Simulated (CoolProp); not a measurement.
n-heptane along the isobar 0.101 MPa: density (kg/m³) from the reference equation and from simpler models built on Tc = 541.2 K, pc = 2.774 MPa, ω = 0.349; each cubic takes its own stable root.

Model: reference Helmholtz-energy equation of state, Span 2003, in CoolProp. It is a short technical equation, of lower accuracy than the large ones.

```
T (K)   phase  reference
-----  ------  ---------
346.9  liquid      637.1
358.9  liquid      626.1
383       gas      3.335
395.1     gas      3.214
407.1     gas      3.105
419.1     gas      3.004
431.2     gas      2.910
443.2     gas      2.822
455.3     gas      2.740
467.3     gas      2.664
479.4     gas      2.591
491.4     gas      2.523
503.4     gas      2.459
515.5     gas      2.398
527.5     gas      2.341
```

Question: How far does each simpler model (Redlich-Kwong, Peng-Robinson) lie from the reference over these 15 states: mean and median of the absolute difference, and the worst?

Answer: 
- Redlich-Kwong: mean 13.7 %, median 0.5 %, worst -99.4 % at 358.9 K and 0.101 MPa
- Peng-Robinson: mean 0.3 %, median 0.1 %, worst +0.8 % at 358.9 K and 0.101 MPa

At some of these states Redlich-Kwong gives the other phase, because its saturation line lies elsewhere.
